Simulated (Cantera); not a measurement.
An isothermal, constant-pressure homogeneous reactor starts with CH4 : N2 = 1 : 3.4 (molar parts), at 1350 K and 1.09 atm.

Detailed kinetics in Cantera: GRI-Mech 3.0 (53 species, 325 reactions). GRI-Mech 3.0 stops at C3 and has no aromatics, soot or wall deposition, so with more carbon than oxygen in the feed, carbon stays in small species such as C2H2 where larger ones or solid carbon would form.

One state of this run: x CH4 = 0.190; x CH3 = 1.49e-5; x H = 1.77e-7; x C2H2 = 0.0134; x C2H4 = 0.00190; x H2 = 0.0442. x: mole fraction; the columns are a selection and need not sum to one.

Problem. Which value of t (s) does it belong to?
A. 300
B. 0.000158
C. 4.82
D. 38.0

Solution. C, 4.82
